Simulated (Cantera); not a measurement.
Mixture: CH4 : H2 : O2 : N2 = 1 : 0.051 : 4.94 : 18.6 (molar parts), equivalence ratio 0.41, at 10.0 bar, adiabatic and at constant volume. Ignition delay is the time to a rise of 400 K.

Cantera simulation using GRI-Mech 3.0 (53 species, 325 reactions); the numbers are that mechanism's predictions, not measurements.

Task: Predict: delay at 1100 K; delay at 1200 K; delay at 1300 K; delay at 1400 K; delay at 1500 K; delay at 1600 K; apparent activation energy between 1400 and 1600 K.

Result: 
```json
{
 "delay at 1100 K": "6.59 ms",
 "delay at 1200 K": "1.93 ms",
 "delay at 1300 K": "0.669 ms",
 "delay at 1400 K": "0.255 ms",
 "delay at 1500 K": "0.106 ms",
 "delay at 1600 K": "48.1 µs",
 "apparent activation energy between 1400 and 1600 K": "160 kJ/mol"
}
```
